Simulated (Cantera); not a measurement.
A freely propagating, adiabatic, planar premixed flame of 8.53 % CH4, 2.30 % CO, 18.2 % O2, 68.5 % N2, 2.47 % H2O, equivalence ratio 1.0, unburnt at 600 K and 100000 Pa; mixture-averaged transport, grid criteria slope 0.08 and curve 0.16, no radiation.

Detailed kinetics in Cantera: GRI-Mech 3.0 (53 species, 325 reactions). Burning velocities carry a grid error of a few per cent, more on coarse grids.

x: mole fraction of selected species; z is measured from the peak of heat release.

```tsv
z (mm)	T (K)	u (m/s)	x CH4	x CO	x O2	x CH2	x C2H	x HCN
-1.03	600	1.29	0.0852	0.0230	0.182	<1e-8	<1e-8	<1e-8
-0.685	601	1.30	0.0850	0.0230	0.181	<1e-8	<1e-8	<1e-8
-0.513	606	1.31	0.0845	0.0230	0.181	<1e-8	<1e-8	<1e-8
-0.342	644	1.40	0.0818	0.0237	0.178	<1e-8	<1e-8	2.23e-8
-0.171	962	2.12	0.0620	0.0321	0.153	(withheld)	<1e-8	3.96e-7
-0.0856	1354	3.01	0.0357	0.0463	0.115	(withheld)	<1e-8	1.22e-6
0	1741	3.90	0.00905	0.0613	0.0687	(withheld)	1.62e-7	2.76e-6
0.0856	1908	4.27	0.000714	0.0586	0.0399	(withheld)	1.30e-7	2.54e-6
0.171	1957	4.36	2.87e-5	0.0483	0.0294	(withheld)	<1e-8	1.05e-6
0.342	2012	4.45	6.49e-8	0.0372	0.0236	<1e-8	<1e-8	1.32e-7
0.685	2080	4.58	<1e-8	0.0313	0.0203	<1e-8	<1e-8	<1e-8
1.37	2160	4.73	<1e-8	0.0278	0.0173	<1e-8	<1e-8	<1e-8
2.74	2238	4.88	<1e-8	0.0239	0.0142	<1e-8	<1e-8	<1e-8
```

### Question
Complete the blanks.

### Answer

- -0.171, x CH2: 2.68e-7
- -0.0856, x CH2: 8.82e-6
- 0, x CH2: 5.43e-5
- 0.0856, x CH2: 1.65e-5
- 0.171, x CH2: 9.01e-7
